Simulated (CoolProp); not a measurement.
R407C at 361 K and 0.237 MPa flows at 0.075 m/s in a round tube of 6 mm bore and 1.5 µm roughness, fully developed (64/Re and Nu = 3.66 if laminar; Colebrook and Gnielinski if turbulent). Each further row changes one setting.

Model: reference Helmholtz-energy equation of state, Lemmon 2003, in CoolProp. It is a pseudo-pure fit of the blend.

```json
[
 {"case": "as stated", "Reynolds number": "209", "Darcy friction factor": "0.306", "pressure drop (Pa/m)": "0.996", "heat-transfer coefficient (W/(m² K))": "11.1", "mass flow (kg/h)": "0.0530"},
 {"case": "velocity 0.15 m/s", "Reynolds number": "418", "Darcy friction factor": "0.153", "pressure drop (Pa/m)": "1.99", "heat-transfer coefficient (W/(m² K))": "11.1", "mass flow (kg/h)": "0.106"},
 {"case": "diameter 12 mm", "Reynolds number": "418", "Darcy friction factor": "0.153", "pressure drop (Pa/m)": "0.249", "heat-transfer coefficient (W/(m² K))": "5.53", "mass flow (kg/h)": "0.212"}
]
```

Viscosity comes from a separate model (Geller 2000). Thermal conductivity comes from a separate model (Geller 2001).
